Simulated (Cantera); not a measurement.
Feed: 1 mol n-butane, 6.3 mol H2, held at 623 K and 0.353 Torr.

Cantera equilibrium calculation (NASA polynomials, part measured and part estimated; ideal gas, pure solids and liquids). Candidate condensed phases: C, C6H6, C7H8, C8H18; 76 gas species. Kinetics and transport are ignored.

Base state: H2 0.977, CH4 0.0229 (mole fractions); condensed: C(graphite).

**Question.** What changes in the equilibrium state with this change: pressure from 0.353 Torr to 975 Torr?

**Answer.** 
| species | before | after |
|---|---|---|
| CH4 | 0.0229 | 0.548 |
| H2 | 0.977 | 0.452 |
| C(graphite), mol | 3.75 | 0 |
